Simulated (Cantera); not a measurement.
Input: 1 mol AlN, 31 mol Cl2, 28 mol N2, equilibrated at 0.0600 Torr.

These are equilibrium values from Cantera (NASA tables, ideal gas, pure condensed phases), not measurements of a reactor. Candidate condensed phases: Al, AlCl3, AlN; 11 gas species. The tables' values for AlCl2 are old estimates; treat these amounts as uncertain. Kinetics and transport are ignored.

x: gas mole fraction; nothing condenses.

| T (K) | x Cl | x N2 | x Cl2 | x AlCl3 | x AlCl |
|---|---|---|---|---|---|
| 1450 | 0.641 | 0.328 | 0.0193 | 0.0115 | ___ |
| 1550 | 0.660 | 0.324 | 0.00531 | 0.0113 | ___ |
| 1650 | 0.665 | 0.323 | 0.00165 | 0.0112 | ___ |
| 1750 | 0.666 | 0.322 | 0.000577 | 0.0103 | ___ |
| 1850 | 0.669 | 0.320 | 0.000227 | 0.00666 | ___ |
| 1950 | 0.672 | 0.317 | 9.82e-5 | 0.00163 | ___ |
| 2050 | 0.673 | 0.315 | 4.59e-5 | 0.000215 | ___ |

Problem. What belongs in the gaps?

Solution. 
- 1450, x AlCl: 3.71e-9
- 1550, x AlCl: 2.21e-7
- 1650, x AlCl: 8.29e-6
- 1750, x AlCl: 0.000194
- 1850, x AlCl: 0.00223
- 1950, x AlCl: 0.00716
- 2050, x AlCl: 0.00975
